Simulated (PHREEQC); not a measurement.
A solution holds 0.072 mol MgCl2, 0.00017 mol Na2CO3 and 9.1e-05 mol MgSO4 per kg of water, at 25 °C. Closed to the air; pH follows from the charge balance.

Equilibrium calculation in PHREEQC: ion-association model, phreeqc.dat.

```
quantity              before     after
-------------------  -------  --------
pH                      8.92      7.25
MgOH+ (mol/kgw)      9.65e-5  0.000166
HCO3- (mol/kgw)      8.36e-5  0.000107
MgSO4 (mol/kgw)      5.51e-5   7.34e-5
MgCO3 (mol/kgw)      5.35e-5   4.84e-6
SO4-2 (mol/kgw)      3.59e-5   1.76e-5
SI of Halite (NaCl)    -6.16     -6.23
```

Problem. Which change was made?
(A) temperature from 25 to 55 °C
(B) MgCl2 from 0.072 to 0.0792 mol/kgw
(C) temperature from 25 to 85 °C

Solution. C, temperature from 25 to 85 °C

Precipitation was switched off in this run. Constants without temperature data keep their 25 °C values here.
